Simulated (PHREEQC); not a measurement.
A made-up water analysis in mg/kgw, 25 °C, pH 1.85, pe 11.8: Na 67.8; K 34.6; Ca 80.6; Mg 27.7; Cl 126; S(6) as SO4 1660; N(5) as NO3 14.3; Cu(2) 0.586; Li 0.184.

Na is adjusted to close the charge balance.
Valence states are taken as typed.

Computed with PHREEQC (ion-association model, wateq4f.dat).

**Question.** The ionic strength comes out as 0.0399 mol/kgw. What activity coefficients do Mg+2, Na+, KSO4-, CaHSO4+, Cu+2 get?

**Answer.** Mg+2 0.51, Na+ 0.84, KSO4- 0.84, CaHSO4+ 0.83, Cu+2 0.51.

This is a speciation only: nothing precipitates in the calculation.
